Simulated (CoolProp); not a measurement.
Vapour-liquid equilibrium of CH2F2 (R32) (1) + R142b (2) at 949 kPa; x and y are mole fractions of (1).

Computed with CoolProp (multi-fluid Helmholtz-energy mixture model, Tillner-Roth 1997 and Lemmon 2006; pair parameters Bell 2016).

| x | bubble temperature, mixture model (°C) | bubble temperature, Raoult's law (°C) | y, mixture model | y, Raoult's law |
|---|---|---|---|---|
| 0.05 | 57.1 | 56.6 | 0.157 | 0.192 |
| 0.125 | 48.5 | 48.3 | 0.349 | 0.398 |
| 0.2 | 41.0 | 41.5 | 0.495 | 0.541 |
| 0.275 | 34.5 | 35.7 | 0.606 | 0.646 |
| 0.35 | 29.1 | 30.8 | 0.689 | 0.725 |
| 0.425 | 24.6 | 26.4 | 0.752 | 0.786 |
| 0.5 | 20.8 | 22.6 | 0.801 | 0.835 |
| 0.575 | 17.6 | 19.2 | 0.841 | 0.874 |
| 0.65 | 14.8 | 16.1 | 0.874 | 0.906 |
| 0.725 | 12.3 | 13.3 | 0.903 | 0.933 |
| 0.8 | 10.1 | 10.8 | 0.930 | 0.955 |
| 0.875 | 8.1 | 8.4 | 0.955 | 0.974 |
| 0.95 | 6.2 | 6.3 | 0.982 | 0.990 |

The largest gap from Raoult's law is -1.8 K in bubble temperature, at x = 0.5. No azeotrope shows between x = 0.05 and 0.95.

The pair parameters rest on a limited set of measurements; away from them the model extrapolates. The gap from Raoult's law changes sign with composition, which may be real or a fault of the pair parameters; it wasn't checked against measurements.
